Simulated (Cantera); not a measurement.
Feed: 1 mol AlN, 0.033 mol HI, 0.14 mol O₂, equilibrated at 1.80 bar.

Method: chemical equilibrium by Gibbs-energy minimisation in Cantera with the NASA 1993 tables (ideal gas, pure condensed phases). Candidate condensed phases: Al, AlI₃, AlN, Al₂O₃, H₂O, I₂; 41 gas species. Mutual solubility and eutectic melting of coexisting phases are not modelled. The numbers say what is thermodynamically allowed, not how fast it happens. All values below are at 1125 °C.

Base state: N₂ 0.740, HI 0.0928, H₂ 0.0813, I 0.0446, AlI₃ 0.0354, I₂ 0.00586, AlI 1.77e-5 (mole fractions); condensed: AlN(s) + Al₂O₃(s).

What changes in the equilibrium state with this change: AlN replaced by Al?


```csv
species,before,after
H₂,0.0813,0.435
AlI,1.77e-5,0.408
AlI₃,0.0354,0.153
N₂,0.740,0
I,0.0446,0.000610
HI,0.0928,0.00294
I₂,0.00586,1.10e-6
Al₂I₆,1.14e-6,2.13e-5
"AlN(s), mol",0.809,0
"Al₂O₃(s), mol",0.0933,0.0933
"Al(l), mol",0,0.792
```

What changes in the equilibrium state with this change: pressure from 1.80 bar to 0.100 bar?


```csv
species,before,after
N₂,0.740,0.696
I,0.0446,0.132
H₂,0.0813,0.0881
HI,0.0928,0.0677
AlI₃,0.0354,0.0126
AlI,1.77e-5,0.000230
I₂,0.00586,0.00288
"AlN(s), mol",0.809,0.812
"Al₂O₃(s), mol",0.0933,0.0933
```
